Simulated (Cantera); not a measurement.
Charge: 1 mol SiHCl₃, a varied amount of HCl, 56 mol H₂, equilibrated at 1000 K and 78.0 mbar.

These are equilibrium values from Cantera (NASA tables, ideal gas, pure condensed phases), not measurements of a reactor. Candidate condensed phases: Si; 19 gas species. Equilibrium is a limit: real reactors are often held back by kinetics, nucleation or transport.

Q: Which condensed phases are stable at each of these points (n(HCl) (mol)): 0.43, 0.81, 1.2, 1.6, 2, 2.4, 2.7?

A: 
| n(HCl) (mol) | condensed phases | Si condensed (%) |
|---|---|---|
| 0.43 | Si(s) | 23.0 |
| 0.81 | Si(s) | 13.3 |
| 1.2 | Si(s) | 3.3 |
| 1.6 | gas only | 0.0 |
| 2 | gas only | 0.0 |
| 2.4 | gas only | 0.0 |
| 2.7 | gas only | 0.0 |

From 0.43 mol HCl to 1.2 mol HCl the condensed part is Si(s). From 1.6 mol HCl to 2.7 mol HCl nothing is condensed.
